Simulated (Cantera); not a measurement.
Charge: 1 mol C2H4, 0.063 mol H2O, 19 mol N2, at 2898 K and 10.0 mbar.

These are equilibrium values from Cantera (NASA tables, ideal gas, pure condensed phases), not measurements of a reactor. Kinetics and transport are ignored.

```tsv
species	before	after
N2	0.803	0.800
H	0.130	0.132
HCN	0.0170	0.0172
CO	0.00272	0.00405
H2	0.0130	0.0133
CN	0.0159	0.0159
C3	0.0101	0.0101
C4H2	1.14e-5	1.16e-5
C2H2 (acetylene)	0.000596	0.000608
CH	1.13e-5	1.14e-5
C2H	0.000880	0.000889
HNC	0.00296	0.00298
C2N2	0.000488	0.000486
C(graphite), mol	0.204	0.162
```
Gas species are given as mole fractions.

Question: What was changed between the two runs?
A. H2O from 0.063 to 0.25 mol
B. H2O from 0.063 to 0.094 mol
C. C2H4 replaced by C2H2
D. temperature from 2898 K to 650 K

Answer: B, H2O from 0.063 to 0.094 mol
